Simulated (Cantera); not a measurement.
Charge: 1 mol CH3SiCl3, 0.083 mol C2H2, 810 mol H2, held at 100 Torr.

Cantera equilibrium calculation (NASA polynomials, part measured and part estimated; ideal gas, pure solids and liquids). Candidate condensed phases: C, C6H6, C7H8, C8H18, Si, SiC; 109 gas species. The feed counts by its element totals alone. Gases not in the tables: Si2H6 and higher silanes. Equilibrium is a limit: real reactors are often held back by kinetics, nucleation or transport.

### Question
Which condensed phases are stable at each of these points (T (K)): 1500, 1600, 1700, 1800, 1900, 2000, 2100, 2200, 2300, 2400, 2500, 2600?

### Answer
```
T (K)  condensed phases  Si condensed (%)
-----  ----------------  ----------------
1500             SiC(s)             100.0
1600             SiC(s)              99.9
1700             SiC(s)              99.9
1800             SiC(s)              99.7
1900             SiC(s)              98.6
2000             SiC(s)              93.7
2100             SiC(s)              75.9
2200             SiC(s)              23.5
2300           gas only               0.0
2400           gas only               0.0
2500           gas only               0.0
2600           gas only               0.0
```

From 1500 K to 2200 K the condensed part is SiC(s). From 2300 K to 2600 K nothing is condensed.
